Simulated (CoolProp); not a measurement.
The numbers come from the reference Helmholtz-energy equation of state, Lemmon 2006 in CoolProp. It is a short technical equation, of lower accuracy than the large ones.

**Question.** Give the vapour pressure (MPa), liquid density (kg/m³), enthalpy of vaporisation (kJ/kg), liquid cp (kJ/(kg K)) of saturated carbon monoxide at 101.4, 121.4 K.

**Answer.** 
```
T (K)  p (MPa)  liquid density (kg/m³)  enthalpy of vaporisation (kJ/kg)  liquid cp (kJ/(kg K))
-----  -------  ----------------------  --------------------------------  ---------------------
101.4    0.603                     698                               181                   2.33
121.4     2.02                     562                               123                   3.38
```
